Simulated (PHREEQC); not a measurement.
# Leach liquor: an equilibrium model

Make-up at 25 °C: 9.7 mmol/kgw HCl and 185 mmol/kgw MnSO4. Closed to the air; pH follows from the charge balance.

The numbers come from PHREEQC with the Pitzer model, pitzer.dat.

This is a speciation only: nothing precipitates in the calculation.

Problem. Estimate the pH, density, osmotic coefficient.

Solution. pH 2.72; density 1.024 g/cm³; osmotic coefficient 0.557.

Problem. In which forms is S present?

Solution. SO4-2 97 %, HSO4- 3.5 % of the S.
